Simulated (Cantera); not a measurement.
A freely propagating, adiabatic, planar premixed flame of CO : H2 : O2 : N2 = 1 : 0.045 : 0.615 : 2.31 (molar parts), equivalence ratio 0.85, unburnt at 475 K and 120000 Pa; mixture-averaged transport, grid criteria slope 0.08 and curve 0.16, no radiation.

Computed with Cantera and GRI-Mech 3.0 (53 species, 325 reactions). Burning velocities carry a grid error of a few per cent, more on coarse grids.

Q: How do the results move with these cheaper or finer settings: unity-Lewis-number transport; multicomponent transport; multicomponent+Soret transport; grid criteria slope 0.5, curve 1; grid criteria slope 0.25, curve 0.5; grid criteria slope 0.03, curve 0.06?

A: 
```csv
setting,laminar burning velocity,thermal thickness,grid points,grid points
as above,62.1 cm/s,0.765 mm,129,129
unity-Lewis-number transport,50.6 cm/s,0.693 mm,123,123
multicomponent transport,61.8 cm/s,0.765 mm,129,129
multicomponent+Soret transport,59.2 cm/s,0.776 mm,129,129
"grid criteria slope 0.5, curve 1",64.7 cm/s,0.900 mm,36,36
"grid criteria slope 0.25, curve 0.5",62.7 cm/s,0.810 mm,57,57
"grid criteria slope 0.03, curve 0.06",61.8 cm/s,0.751 mm,289,289
```
The base run took very roughly 8 core-seconds.
Unity Lewis numbers drop preferential diffusion, which matters most where H2 and H carry the flame; Soret adds thermal diffusion.
